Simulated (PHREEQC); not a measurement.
Solution (25 °C): 5.3 mmol/kgw Pb(NO3)2 and 0.62 mmol/kgw NaCl. Closed to the air; pH follows from the charge balance.

Model: ion-association model, phreeqc.dat, run in PHREEQC.

No solid was allowed to form.

**Question.** Predict the pH, ionic strength.

**Answer.** pH 5.08; ionic strength 0.0155 mol/kgw.

**Question.** In which forms is Cl present?

**Answer.** Cl- 90 %, PbCl+ 10 % of the Cl.

Complexes and solids missing from the database can't appear.
